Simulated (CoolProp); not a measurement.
Vapour-liquid equilibrium of acetone (1) + n-hexane (2) at 54.75 °C; x and y are mole fractions of (1).

Values from CoolProp's multi-fluid Helmholtz-energy mixture model, Lemmon 2006 and Thol 2019; pair parameters Bell 2016.

```tsv
x	bubble pressure (MPa)	y at the bubble point	dew pressure at overall composition x (MPa)	liquid density (mol/L)
0.05	0.07998	0.230	0.06687	7.425
0.2	0.1056	0.474	0.07746	7.924
0.35	0.1150	0.554	0.09137	8.517
0.5	0.1184	0.598	0.1089	9.231
0.65	0.1193	0.640	0.1192	10.09
0.8	0.1170	0.711	0.1112	11.15
0.95	0.1053	0.881	0.1003	12.43
```

y crosses x between x = 0.5 and 0.65: the model has an azeotrope there.

The pair parameters rest on a limited set of measurements; away from them the model extrapolates. With so large a gap from Raoult's law the liquid may split in two, which this calculation doesn't test in full.
